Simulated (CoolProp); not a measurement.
A closed Brayton cycle with nitrogen: compressor inlet 324.15 K and 0.96 MPa, high pressure 1.87 MPa, turbine inlet 755 K, compressor efficiency 0.89, turbine efficiency 0.93, recuperator effectiveness 0.95 (on enthalpy, no pinch check). Each further row changes one setting.

The numbers come from the reference Helmholtz-energy equation of state, Span 2000 in CoolProp.

| case | thermal efficiency (%) | net work (kJ/kg) | compressor to turbine work | compressor exit (K) | turbine exit (K) |
|---|---|---|---|---|---|
| as stated | 34.1 | 48.3 | 0.62 | 400.7 | 639.0 |
| turbine inlet 705 K | ? | 39.7 | 0.67 | 400.7 | 595.6 |
| compressor inlet 334.15 K | 32.5 | ? | 0.64 | 413.0 | 639.0 |
| high pressure 1.59 MPa | 34.9 | 40.0 | ? | 380.7 | 665.6 |
| recuperator effectiveness 0.5 | 18.9 | 48.3 | 0.62 | 400.7 | 639.0 |

### Question
Some entries are withheld; supply them.

### Answer

- turbine inlet 705 K, thermal efficiency (%): 30.4
- compressor inlet 334.15 K, net work (kJ/kg): 45.8
- high pressure 1.59 MPa, compressor to turbine work: 0.59
